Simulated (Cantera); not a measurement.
Cantera run, input and output.

```python
import numpy as np
import cantera as ct

gas = ct.Solution("h2o2.yaml")
gas.TPX = 1650, 500000, {'H2': 1, 'O2': 1, 'N2': 3.76, 'H2O': 0.88}
reactor = ct.IdealGasReactor(gas, energy="on", clone=False)
net = ct.ReactorNet([reactor])
net.rtol, net.atol = 1e-08, 1e-16
show = ['H2', 'O2', 'H2O', 'HO2', 'OH', 'H', 'O']
times = np.geomspace(7e-06, 7, 12)

steps = ct.SolutionArray(gas, extra=["t"])
rows = []
print(f"{'t/s':>10s}{'T/K':>9s}{'P/Pa':>11s}" + "".join(f"{s:>11s}" for s in show))
for t in times:
    while net.time < t:
        t_next = net.step()
        steps.append(gas.state, t=t_next)
    rows.append([np.interp(t, steps.t, y) for y in (steps.T, steps.P, *steps(*show).X.T)])
    print(f"{t:10.3e}{rows[-1][0]:9.1f}{rows[-1][1]:11.4g}" + "".join(f"{x:11.3e}" for x in rows[-1][2:]))
rate = np.gradient(steps.T, steps.t)
print("integrator steps:", len(steps.t))
if steps.T.max() > steps.T[0] + 200:
    print(f"time of steepest temperature rise: {steps.t[rate.argmax()]:.4e} s")
gas.TPX = 1650, 500000, {'H2': 1, 'O2': 1, 'N2': 3.76, 'H2O': 0.88}
gas.equilibrate("UV")
print(f"equilibrium (UV): T = {gas.T:.1f} K  " + "  ".join(f"{s} {gas[s].X[0]:.3e}" for s in show))
```

It prints:

```
       t/s      T/K       P/Pa         H2         O2        H2O        HO2         OH          H          O
 7.000e-06   2645.3  7.506e+05  6.699e-03  7.672e-02  2.839e-01  2.975e-05  2.149e-02  2.077e-03  4.340e-03
 2.458e-05   2680.4  7.588e+05  5.092e-03  7.692e-02  2.875e-01  2.933e-05  1.949e-02  1.376e-03  3.364e-03
 8.630e-05   2680.4  7.588e+05  5.092e-03  7.692e-02  2.875e-01  2.933e-05  1.949e-02  1.376e-03  3.364e-03
 3.030e-04   2680.4  7.588e+05  5.092e-03  7.692e-02  2.875e-01  2.933e-05  1.949e-02  1.376e-03  3.364e-03
 1.064e-03   2680.4  7.588e+05  5.092e-03  7.692e-02  2.875e-01  2.933e-05  1.949e-02  1.376e-03  3.364e-03
 3.736e-03   2680.4  7.588e+05  5.092e-03  7.692e-02  2.875e-01  2.933e-05  1.949e-02  1.376e-03  3.364e-03
 1.312e-02   2680.4  7.588e+05  5.092e-03  7.692e-02  2.875e-01  2.933e-05  1.949e-02  1.376e-03  3.364e-03
 4.606e-02   2680.4  7.588e+05  5.092e-03  7.692e-02  2.875e-01  2.933e-05  1.949e-02  1.376e-03  3.364e-03
 1.617e-01   2680.4  7.588e+05  5.092e-03  7.692e-02  2.875e-01  2.933e-05  1.949e-02  1.376e-03  3.364e-03
 5.678e-01   2680.4  7.588e+05  5.092e-03  7.692e-02  2.875e-01  2.933e-05  1.949e-02  1.376e-03  3.364e-03
 1.994e+00   2680.4  7.588e+05  5.092e-03  7.692e-02  2.875e-01  2.933e-05  1.949e-02  1.376e-03  3.364e-03
 7.000e+00   2680.4  7.588e+05  5.092e-03  7.692e-02  2.875e-01  2.933e-05  1.949e-02  1.376e-03  3.364e-03
integrator steps: 924
time of steepest temperature rise: 2.2706e-06 s
equilibrium (UV): T = 2680.4 K  H2 5.092e-03  O2 7.692e-02  H2O 2.875e-01  HO2 2.933e-05  OH 1.949e-02  H 1.376e-03  O 3.364e-03
```

Model: the H2/O2 subset of GRI-Mech 3.0, which has no nitrogen chemistry, integrated in Cantera. The hydrogen kinetics of GRI-Mech 3.0 are dated; newer H2 mechanisms differ, most at raised pressure.
